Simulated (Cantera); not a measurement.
A closed system holds: 1 mol C, 0.92 mol NH3, held at 2602 °C and 13.3 mbar.

Cantera equilibrium calculation (NASA polynomials, part measured and part estimated; ideal gas, pure solids and liquids). Candidate condensed phases: C, C6H6, C7H8, C8H18; 92 gas species. Kinetics and transport are ignored.

Base state: H 0.486, H2 0.282, N2 0.163, HCN 0.0343, C2H2 (acetylene) 0.0120, HNC 0.00583, C3 0.00581, CN 0.00539 (mole fractions); condensed: C(graphite).

### Question
What changes in the equilibrium state with this change: temperature from 2602 °C to 1825 °C?

### Answer
```csv
species,before,after
H2,0.282,0.724
N2,0.163,0.242
H,0.486,0.0227
C2H2 (acetylene),0.0120,0.00103
HCN,0.0343,0.00892
C2,0.000576,1.78e-9
C3,0.00581,2.07e-8
C5,7.17e-5,<1e-9
"C(graphite), mol",0.761,0.978
```

### Question
What changes in the equilibrium state with this change: temperature from 2602 °C to 777 °C?

### Answer
```csv
species,before,after
H2,0.282,0.749
N2,0.163,0.250
CH4,9.48e-8,0.000429
H,0.486,6.08e-8
C2H2 (acetylene),0.0120,3.10e-9
HCN,0.0343,4.82e-6
C3,0.00581,<1e-9
CN,0.00539,<1e-9
C2H,0.00295,<1e-9
C,0.00110,<1e-9
HNC,0.00583,1.01e-8
"C(graphite), mol",0.761,0.999
```
